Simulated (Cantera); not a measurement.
Charge: 1 mol N2O, 0.87 mol H2O, 0.14 mol H2, held at 1.00 bar.

These are equilibrium values from Cantera (NASA tables, ideal gas, pure condensed phases), not measurements of a reactor. Candidate condensed phases: H2O; 24 gas species. The numbers say what is thermodynamically allowed, not how fast it happens. All values below are at 1702 °C.

Base state: H2O 0.411, N2 0.407, O2 0.173, NO 0.00466, OH 0.00349, H2 0.000236, O 0.000229, H 2.10e-5 (mole fractions); condensed: gas only.

Task: What changes in the equilibrium state with this change: pressure from 1.00 bar to 0.0133 bar?

Result: 
```json
[
 {"species": "N2", "before": "0.407", "after": "0.406"},
 {"species": "H2O", "before": "0.411", "after": "0.405"},
 {"species": "O2", "before": "0.173", "after": "0.171"},
 {"species": "OH", "before": "0.00349", "after": "0.0102"},
 {"species": "H", "before": "2.10e-5", "after": "0.000533"},
 {"species": "O", "before": "0.000229", "after": "0.00197"},
 {"species": "H2", "before": "0.000236", "after": "0.00202"},
 {"species": "NO", "before": "0.00466", "after": "0.00462"}
]
```
